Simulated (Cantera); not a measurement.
# Adiabatic ignition

An adiabatic, constant-volume homogeneous reactor starts with 4.67 % CH₄, 1.26 % C₂H₆, 0.700 % C₃H₈, 17.3 % O₂, 64.9 % N₂, 11.2 % H₂O, equivalence ratio 1.00, at 1625 K and 12000 Torr.

Computed with Cantera and GRI-Mech 3.0 (53 species, 325 reactions). The pressure lies above the range GRI-Mech 3.0 was tuned for (to about 10 atm). Above 3000 K some thermodynamic fits are extrapolated.

```tsv
t (s)	T (K)	P (bar)	x CH₄	x C₂H₆	x C₃H₈	x HCN	x H	x CO₂
2.00e-6	1626	16.1	0.0455	0.0112	0.00561	1.51e-11	2.02e-5	1.55e-5
5.73e-6	1799	18.2	0.0326	0.00315	0.000704	4.33e-9	0.000191	0.000592
1.64e-5	3069	31.7	<1e-12	<1e-12	<1e-12	7.14e-9	0.00457	0.0563
4.70e-5	3056	31.6	<1e-12	<1e-12	<1e-12	1.36e-8	0.00446	0.0559
0.000135	3050	31.5	<1e-12	<1e-12	<1e-12	1.74e-8	0.00441	0.0557
0.000385	3049	31.5	<1e-12	<1e-12	<1e-12	1.75e-8	0.00440	0.0557
0.00110	3049	31.5	<1e-12	<1e-12	<1e-12	1.75e-8	0.00440	0.0557
0.00316	3049	31.5	<1e-12	<1e-12	<1e-12	1.75e-8	0.00440	0.0557
0.00906	3049	31.5	<1e-12	<1e-12	<1e-12	1.75e-8	0.00440	0.0557
0.0259	3049	31.5	<1e-12	<1e-12	<1e-12	1.75e-8	0.00440	0.0557
0.0743	3049	31.5	<1e-12	<1e-12	<1e-12	1.75e-8	0.00440	0.0557
0.213	3049	31.5	<1e-12	<1e-12	<1e-12	1.75e-8	0.00440	0.0557
0.610	3049	31.5	<1e-12	<1e-12	<1e-12	1.75e-8	0.00440	0.0557
1.75	3049	31.5	<1e-12	<1e-12	<1e-12	1.75e-8	0.00440	0.0557
5.00	3049	31.5	<1e-12	<1e-12	<1e-12	1.75e-8	0.00440	0.0557
```
x: mole fraction; the columns are a selection and need not sum to one.

```
Item                                                              Result
---------------------------------  -------------------------------------
time of steepest temperature rise                                6.84 µs
temperature at 5.00 s                                             3049 K
equilibrium temperature                                           3049 K
x(CH₄) at 5.00 s                   <1e-12 (gas-phase equilibrium <1e-12)
x(C₂H₆) at 5.00 s                  <1e-12 (gas-phase equilibrium <1e-12)
x(C₃H₈) at 5.00 s                  <1e-12 (gas-phase equilibrium <1e-12)
```
